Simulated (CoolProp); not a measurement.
The numbers come from the reference Helmholtz-energy equation of state, Lemmon 2006 in CoolProp. It is a short technical equation, of lower accuracy than the large ones.

Give the vapour pressure (MPa), vapour density (kg/m³), enthalpy of vaporisation (kJ/kg), surface tension (mN/m) of saturated C2F6 (R116) at -8.95 °C.


| T (°C) | p (MPa) | vapour density (kg/m³) | enthalpy of vaporisation (kJ/kg) | surface tension (mN/m) |
|---|---|---|---|---|
| -8.95 | 1.45 | 130 | 73.5 | 2.45 |

Surface tension comes from a separate correlation (Mulero 2012).
